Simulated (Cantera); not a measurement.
## Thermodynamics of titanium nitride, carbide and oxide coatings, feed Ti(OiPr)4 + C3H8 + H2

Charge: 1 mol Ti(OiPr)4, 0.12 mol C3H8, 90 mol H2, at 13000 Pa.

Equilibrium computed with Cantera from the NASA thermochemical tables; the gas is ideal and each condensed phase is pure. Candidate condensed phases: C, C6H6, C7H8, C8H18, H2O, Ti, TiC, TiO, TiO2, Ti2O3, Ti3O5, Ti4O7; 113 gas species. The feed counts by its element totals alone. TiC: taken at fixed stoichiometry. Rates play no part.

| T (K) | log p H2 | log p CO | log p H | log p CH4 | log p C2H2 (acetylene) | log p H2O | log p CH3 | n C(graphite) | n Ti3O5(s) | n TiC(s) |
|---|---|---|---|---|---|---|---|---|---|---|
| 1225 | -0.90 | -2.55 | -6.95 | -3.67 | -7.69 | -5.15 | -8.45 | 9.86 | 0.333 | 0 |
| 1325 | -0.90 | -2.32 | -6.24 | -3.98 | -6.97 | -5.37 | -8.02 | 7.28 | 0 | 1.00 |
| 1425 | -0.90 | -2.32 | -5.62 | -4.23 | -6.36 | -5.74 | -7.64 | 7.31 | 0 | 1.00 |
| 1525 | -0.90 | -2.32 | -5.08 | -4.45 | -5.82 | -6.06 | -7.31 | 7.33 | 0 | 1.00 |
| 1625 | -0.90 | -2.32 | -4.60 | -4.64 | -5.35 | -6.35 | -7.03 | 7.33 | 0 | 1.00 |
| 1725 | -0.90 | -2.32 | -4.18 | -4.81 | -4.94 | -6.60 | -6.78 | 7.33 | 0 | 1.00 |
| 1825 | -0.90 | -2.32 | -3.81 | -4.96 | -4.57 | -6.82 | -6.56 | 7.31 | 0 | 1.00 |
| 1925 | -0.90 | -2.32 | -3.47 | -5.09 | -4.24 | -7.02 | -6.36 | 7.26 | 0 | 1.00 |
| 2025 | -0.91 | -2.32 | -3.17 | -5.21 | -3.95 | -7.20 | -6.18 | 7.17 | 0 | 1.000 |
| 2125 | -0.91 | -2.32 | -2.89 | -5.32 | -3.68 | -7.36 | -6.02 | 7.01 | 0 | 1.000 |
log p: log10 of the partial pressure in bar; n: condensed amount in mol.

At 1225 K the condensed part is C(graphite) + Ti3O5(s). From 1325 K to 2125 K the condensed part is C(graphite) + TiC(s).
